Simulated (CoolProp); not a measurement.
Saturation properties of m-xylene.

Values from CoolProp's reference Helmholtz-energy equation of state, Zhou 2012.

| T (°C) | p (MPa) | liquid density (kg/m³) | enthalpy of vaporisation (kJ/kg) | liquid cp (kJ/(kg K)) | vapour Z |
|---|---|---|---|---|---|
| 82.95 | 0.01692 | 808.6 | 371.6 | 1.908 | 0.9880 |
| 103.75 | 0.03536 | 789.4 | 360.4 | 1.984 | 0.9795 |
| 124.55 | 0.06751 | 769.6 | 348.7 | 2.061 | 0.9675 |
| 145.35 | 0.1196 | 749.0 | 336.3 | 2.141 | 0.9514 |
| 166.05 | 0.1986 | 727.6 | 323.1 | 2.223 | 0.9309 |
| 186.85 | 0.3137 | 705.0 | 308.7 | 2.310 | 0.9050 |
| 207.65 | 0.4743 | 680.8 | 292.8 | 2.402 | 0.8732 |
| 228.45 | 0.6907 | 654.7 | 274.9 | 2.504 | 0.8347 |
| 249.25 | 0.9745 | 626.0 | 254.5 | 2.623 | 0.7884 |

It boils at 139.1 °C under 1 atm.
